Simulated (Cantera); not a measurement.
Feed: 1 mol Si3H8, 3.5 mol N2, at 1723 K.

Cantera equilibrium calculation (NASA polynomials, part measured and part estimated; ideal gas, pure solids and liquids). Candidate condensed phases: Si, Si3N4; 18 gas species. The feed counts by its element totals alone. The tables' values for SiN are old estimates; treat these amounts as uncertain. Kinetics and transport are ignored.

Question: At 1.00 mbar, list the 6 most abundant gas species with their mole fractions, and the condensed phases.

Answer: H2 0.530, N2 0.465, H 0.00420, Si 0.000983, SiH 3.25e-5, Si2N 2.09e-5. Condensed: Si(l).
